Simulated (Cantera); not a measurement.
Cantera run:

```python
import numpy as np
import cantera as ct

gas_names = """
    Cu CuO Cu2 H HO2 H2 H2O H2O2 O OH O2 O3
""".split()
cond_names = """
    Cu(cr) Cu(L) CuO(s) CuO2H2(s) Cu2O(s) Cu2O(L) H2O(s) H2O(L)
""".split()


# ... load() reads the species with a 1 bar reference pressure and builds the phases ...
atoms = {
    'CuO': {'Cu': 1, 'O': 1},
    'H2': {'H': 2},
    'H2O': {'H': 2, 'O': 1},
}
top_T = {'CuO(s)': 1390}  # K; cautious upper limits of use, not melting points


# ... equilibrate(T, P, feed) seeds the gas with the atoms and calls Mixture.equilibrate('TP', solver="vcs", rtol=1e-11, max_steps=5000) ...
results = []
feed = {'CuO': 1, 'H2': 47, 'H2O': 1.6}  # mol
T = 1523  # K
P = 420000  # Pa
mix = equilibrate(T, P, feed)
results.append((T, P, feed, dict(zip(mix.species_names, mix.species_moles))))
print(gas.report(threshold=0.0001))
for i in range(1, mix.n_phases):
    print(f"{mix.phase(i).name:16s} {mix.phase_moles(i):12.5e} mol")
```

Output:

```
       temperature   1523 K
          pressure   4.2e+05 Pa
           density   0.09526 kg/m^3
  mean mol. weight   2.8721 kg/kmol
   phase of matter   gas

                          1 kg             1 kmol
                     ---------------   ---------------
          enthalpy        8.6351e+06          2.48e+07  J
   internal energy        4.2261e+06        1.2138e+07  J
           entropy             60251        1.7304e+05  J/K
    Gibbs function       -8.3127e+07       -2.3875e+08  J
 heat capacity c_p             11580             33259  J/K
 heat capacity c_v            8685.3             24945  J/K

                      mass frac. Y      mole frac. X     chem. pot. / RT
                     ---------------   ---------------   ---------------
                H2           0.66437           0.94649           -17.267
               H2O           0.33556          0.053497           -46.932
     [  +10 minor]        6.7457e-05        1.3859e-05

Cu(L)             9.99861e-01 mol
Cu2O(L)           0.00000e+00 mol
```

These are equilibrium values from Cantera (NASA tables, ideal gas, pure condensed phases), not measurements of a reactor.
